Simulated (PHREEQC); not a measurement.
Alkaline etch or developer: speciation

Consider water at 25 °C with 0.032 mol NH3 and 0.23 mol NaAlO2 per kg of water. Closed to the air; pH follows from the charge balance.

Computed with PHREEQC (ion-association model, wateq4f.dat).

| Quantity | Result |
|---|---|
| pH | 10.86 |
| ionic strength | 0.231 mol/kgw |
| activity of water | 0.992 |
| total alkalinity | 952 meq/kg |

```csv
species,molality,activity,log γ
Al(OH)4-,0.230,0.165,-0.143
Na+,0.230,0.169,-0.133
NH3,0.0310,0.0310,0.000
OH-,0.00102,0.000712,-0.158
NH4+,0.00102,0.000758,-0.130
Al(OH)3,1.17e-6,1.23e-6,0.023
```

Precipitation was switched off in this run. The solution is supersaturated, for example in Al(OH)3(a), Boehmite (slow to form), so a real one may precipitate; this is no full list.
